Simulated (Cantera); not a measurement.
Standard-state values (1 bar) from the NASA 1993 polynomials, evaluated with Cantera. Values are per mole of reaction as written; species without (g) are pure solids or liquids, kept so even where they would boil at 1 bar. The tables' values for BOCl are old estimates.

2 BCl₃(g) + 3 O₂(g) + 4 B ⇌ 6 BOCl(g)

```json
[
 {"T (K)": "2050", "ΔH° (kJ)": "?", "ΔS° (J/K)": "?", "ΔG° (kJ)": "?", "log10 K": "?", "condensed phases": "B(s)"},
 {"T (K)": "2150", "ΔH° (kJ)": "-1126.5", "ΔS° (J/K)": "180.0", "ΔG° (kJ)": "-1513.6", "log10 K": "36.77", "condensed phases": "B(s)"},
 {"T (K)": "2250", "ΔH° (kJ)": "?", "ΔS° (J/K)": "?", "ΔG° (kJ)": "?", "log10 K": "?", "condensed phases": "B(s)"},
 {"T (K)": "2350", "ΔH° (kJ)": "-1133.2", "ΔS° (J/K)": "177.0", "ΔG° (kJ)": "-1549.3", "log10 K": "34.44", "condensed phases": "B(s)"},
 {"T (K)": "2450", "ΔH° (kJ)": "-1338.1", "ΔS° (J/K)": "89.9", "ΔG° (kJ)": "-1558.3", "log10 K": "33.22", "condensed phases": "B(l)"}
]
```

Q: What belongs in the gaps?

A: 
- 2050, ΔH° (kJ): -1123.4
- 2050, ΔS° (J/K): 181.5
- 2050, ΔG° (kJ): -1495.5
- 2050, log10 K: 38.10
- 2250, ΔH° (kJ): -1129.8
- 2250, ΔS° (J/K): 178.5
- 2250, ΔG° (kJ): -1531.5
- 2250, log10 K: 35.55
